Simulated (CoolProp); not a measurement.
Vapour-liquid equilibrium of cyclohexane (1) + ethylbenzene (2) at 34.05 °C; x and y are mole fractions of (1).

Computed with CoolProp (multi-fluid Helmholtz-energy mixture model, Zhou 2014 and Zhou 2012; pair parameters Bell 2016).

```
x     bubble pressure, mixture model (MPa)  bubble pressure, Raoult's law (MPa)  y, mixture model  y, Raoult's law
----  ------------------------------------  -----------------------------------  ----------------  ---------------
0.05                              0.003245                             0.002968             0.382            0.325
0.15                              0.005453                             0.004688             0.669            0.618
0.25                              0.007522                             0.006407             0.786            0.753
0.35                              0.009418                             0.008126             0.850            0.831
0.45                               0.01114                             0.009846             0.889            0.882
0.55                               0.01272                              0.01157             0.918            0.918
0.65                               0.01419                              0.01328             0.939            0.944
0.75                               0.01561                              0.01500             0.958            0.965
0.85                               0.01703                              0.01672             0.975            0.981
0.95                               0.01852                              0.01844             0.991            0.994
```

The largest gap from Raoult's law is +17.4 % in bubble pressure, at x = 0.25. No azeotrope shows between x = 0.05 and 0.95.

The pair parameters rest on a limited set of measurements; away from them the model extrapolates.
